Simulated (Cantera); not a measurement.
A Cantera script and its output.

```python
import numpy as np
import cantera as ct

gas = ct.Solution("h2o2.yaml")
gas.TPX = 1375, 100000, {'H2': 1, 'O2': 0.417, 'N2': 1.57}
reactor = ct.IdealGasConstPressureReactor(gas, energy="on", clone=False)
net = ct.ReactorNet([reactor])
net.rtol, net.atol = 1e-08, 1e-16
show = ['H2', 'O2', 'H2O', 'OH', 'HO2', 'O', 'H2O2']
times = np.geomspace(3e-06, 1, 16)

steps = ct.SolutionArray(gas, extra=["t"])
rows = []
print(f"{'t/s':>10s}{'T/K':>9s}{'P/Pa':>11s}" + "".join(f"{s:>11s}" for s in show))
for t in times:
    while net.time < t:
        t_next = net.step()
        steps.append(gas.state, t=t_next)
    rows.append([np.interp(t, steps.t, y) for y in (steps.T, steps.P, *steps(*show).X.T)])
    print(f"{t:10.3e}{rows[-1][0]:9.1f}{rows[-1][1]:11.4g}" + "".join(f"{x:11.3e}" for x in rows[-1][2:]))
rate = np.gradient(steps.T, steps.t)
print("integrator steps:", len(steps.t))
if steps.T.max() > steps.T[0] + 200:
    print(f"time of steepest temperature rise: {steps.t[rate.argmax()]:.4e} s")
gas.TPX = 1375, 100000, {'H2': 1, 'O2': 0.417, 'N2': 1.57}
gas.equilibrate("HP")
print(f"equilibrium (HP): T = {gas.T:.1f} K  " + "  ".join(f"{s} {gas[s].X[0]:.3e}" for s in show))
```

Output:

```
       t/s      T/K       P/Pa         H2         O2        H2O         OH        HO2          O       H2O2
 3.000e-06   1375.0      1e+05  3.348e-01  1.396e-01  3.906e-07  4.088e-08  1.914e-07  5.716e-08  2.035e-09
 7.003e-06   1375.0      1e+05  3.348e-01  1.396e-01  1.100e-05  8.304e-07  9.363e-07  1.166e-06  1.471e-08
 1.635e-05   1387.0      1e+05  3.207e-01  1.338e-01  9.888e-03  7.340e-04  4.822e-05  9.677e-04  9.959e-07
 3.817e-05   2155.7      1e+05  8.634e-02  1.894e-02  2.121e-01  2.659e-02  7.749e-06  1.809e-02  4.057e-07
 8.910e-05   2569.2      1e+05  8.621e-02  1.196e-02  2.412e-01  2.934e-02  4.304e-06  1.039e-02  2.173e-07
 2.080e-04   2799.6      1e+05  8.213e-02  7.858e-03  2.622e-01  2.675e-02  4.038e-06  6.113e-03  2.775e-07
 4.856e-04   2840.6      1e+05  8.108e-02  7.102e-03  2.664e-01  2.589e-02  4.014e-06  5.402e-03  3.017e-07
 1.134e-03   2841.0      1e+05  8.107e-02  7.094e-03  2.664e-01  2.588e-02  4.014e-06  5.394e-03  3.020e-07
 2.646e-03   2841.0      1e+05  8.107e-02  7.094e-03  2.664e-01  2.588e-02  4.014e-06  5.394e-03  3.020e-07
 6.178e-03   2841.0      1e+05  8.107e-02  7.094e-03  2.664e-01  2.588e-02  4.014e-06  5.394e-03  3.020e-07
 1.442e-02   2841.0      1e+05  8.107e-02  7.094e-03  2.664e-01  2.588e-02  4.014e-06  5.394e-03  3.020e-07
 3.367e-02   2841.0      1e+05  8.107e-02  7.094e-03  2.664e-01  2.588e-02  4.014e-06  5.394e-03  3.020e-07
 7.860e-02   2841.0      1e+05  8.107e-02  7.094e-03  2.664e-01  2.588e-02  4.014e-06  5.394e-03  3.020e-07
 1.835e-01   2841.0      1e+05  8.107e-02  7.094e-03  2.664e-01  2.588e-02  4.014e-06  5.394e-03  3.020e-07
 4.284e-01   2841.0      1e+05  8.107e-02  7.094e-03  2.664e-01  2.588e-02  4.014e-06  5.394e-03  3.020e-07
 1.000e+00   2841.0      1e+05  8.107e-02  7.094e-03  2.664e-01  2.588e-02  4.014e-06  5.394e-03  3.020e-07
integrator steps: 1075
time of steepest temperature rise: 2.0625e-05 s
equilibrium (HP): T = 2841.0 K  H2 8.107e-02  O2 7.094e-03  H2O 2.664e-01  OH 2.588e-02  HO2 4.014e-06  O 5.394e-03  H2O2 3.020e-07
```

Model: the H2/O2 subset of GRI-Mech 3.0, which has no nitrogen chemistry, integrated in Cantera.
